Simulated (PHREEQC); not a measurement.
A solution holds 0.031 mol HF, 0.013 mol H2SiF6, 0.22 mol HBF4 and 0.035 mol HNO3 per kg of water, at 50 °C. Closed to the air; pH follows from the charge balance.

The numbers come from PHREEQC with the ion-association model, wateq4f.dat.

### Question
The ionic strength comes out as 0.292 mol/kgw. What activity coefficients do H+, BF3OH-, F-, NO3-, BF4- get?

### Answer
H+ 0.78, BF3OH- 0.63, F- 0.67, NO3- 0.65, BF4- 0.63.

This is a speciation only: nothing precipitates in the calculation. Complexes and solids missing from the database can't appear. Constants without temperature data keep their 25 °C values here. SiF6-2 is the database's only silicon fluoride. Real BF4- forms and hydrolyses slowly; the run takes it at equilibrium.
